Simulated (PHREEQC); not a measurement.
Make-up at 25 °C: 86 mmol/kgw HF, 16 mmol/kgw NH4HF2 and 0.13 mmol/kgw H4SiO4. Closed to the air; pH follows from the charge balance.

Model: ion-association model, phreeqc.dat, run in PHREEQC.

Each row changes one thing in this solution. This is a speciation only: nothing precipitates in the calculation.

```csv
case,pH,ionic strength (mol/kgw),HF (mol/kgw),F- (mol/kgw),HF2- (mol/kgw),SI of Quartz (SiO2)
as made,2.34,0.0213,0.0909,0.0155,0.00540,-9.72
diluted 2-fold with water,2.47,0.0118,0.0452,0.00991,[?],-8.39
NH4HF2 from 0.016 to 0.0016 mol/kgw,[?],[?],0.0766,0.00747,0.00220,[?]
NH4HF2 left out,2.09,0.00906,0.0746,0.00674,0.00193,-8.62
HF left out,3.17,0.0169,0.0139,0.0157,0.000835,[?]
HF from 0.086 to 0.0086 mol/kgw,2.98,0.0173,0.0216,0.0156,0.00130,-7.22
temperature from 25 to 80 °C,2.71,0.0183,0.0941,0.0128,0.00516,-6.56
0.017 mol/kgw NaOH added,2.66,0.0355,0.0742,0.0273,0.00777,-9.89
temperature from 25 to 50 °C,2.49,0.0198,0.0923,0.0138,0.00554,-8.25
```

Task: Some entries are withheld; supply them.

Result: 
- diluted 2-fold with water, HF2- (mol/kgw): 0.00172
- NH4HF2 from 0.016 to 0.0016 mol/kgw, pH: 2.12
- NH4HF2 from 0.016 to 0.0016 mol/kgw, ionic strength (mol/kgw): 0.0101
- NH4HF2 from 0.016 to 0.0016 mol/kgw, SI of Quartz (SiO2): -8.75
- HF left out, SI of Quartz (SiO2): -6.45

At this temperature some constants are extrapolated from 25 °C, and those without enthalpy data are left unchanged. SiF6-2 is the database's only silicon fluoride.
